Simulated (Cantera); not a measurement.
Feed: 1 mol Al, 0.014 mol Cl2, 1.9 mol H2, at 1300 K and 1.60 bar.

These are equilibrium values from Cantera (NASA tables, ideal gas, pure condensed phases), not measurements of a reactor. Candidate condensed phases: Al, AlCl3; 12 gas species. The tables' values for AlCl2 are old estimates; treat these amounts as uncertain. Equilibrium is a limit: real reactors are often held back by kinetics, nucleation or transport.

Base state: H2 0.987, AlCl 0.0115, AlCl2 0.000591, AlCl3 0.000563, HCl 0.000131 (mole fractions); condensed: Al(l).

**Question.** What changes in the equilibrium state with this change: H2 from 1.9 to 1.1 mol?

**Answer.** 
```json
[
 {"species": "H2", "before": "0.987", "after": "0.980"},
 {"species": "AlCl", "before": "0.0115", "after": "0.0169"},
 {"species": "AlCl3", "before": "0.000563", "after": "0.00177"},
 {"species": "AlCl2", "before": "0.000591", "after": "0.00127"},
 {"species": "HCl", "before": "0.000131", "after": "0.000191"},
 {"species": "Al(l), mol", "before": "0.976", "after": "0.978"}
]
```

**Question.** What changes in the equilibrium state with this change: temperature from 1300 K to 973.15 K?

**Answer.** 
```csv
species,before,after
H2,0.987,0.995
AlCl3,0.000563,0.00466
AlCl,0.0115,0.000428
HCl,0.000131,1.02e-5
AlCl2,0.000591,0.000107
"Al(l), mol",0.976,0.990
```
